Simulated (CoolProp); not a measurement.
Properties of R1224YDZ along the isobar 17900 kPa (Tc = 428.7 K, pc = 3334 kPa, ω = 0.325).

Computed with CoolProp (reference Helmholtz-energy equation of state, Akasaka 2023).

```
T (K)   phase  density (kg/m³)  cp (kJ/(kg K))  fugacity coefficient
-----  ------  ---------------  --------------  --------------------
193.1  liquid             1644      (withheld)              3.886e-5
216.4  liquid             1593           1.018             0.0002844
239.7  liquid       (withheld)           1.038              0.001304
262.9  liquid             1491           1.064              0.004272
286.2  liquid             1440           1.094               0.01104
309.5  liquid             1388           1.127               0.02376
332.8  liquid             1335           1.162            (withheld)
356    liquid             1280           1.196               0.07426
379.3  liquid             1222           1.231                0.1139
402.6  liquid             1162      (withheld)                0.1628
425.9  liquid             1099           1.296                0.2195
```

### Question
Fill in the missing entries.

### Answer

- 193.1, cp (kJ/(kg K)): 1.006
- 239.7, density (kg/m³): 1542
- 332.8, fugacity coefficient: 0.04443
- 402.6, cp (kJ/(kg K)): 1.265
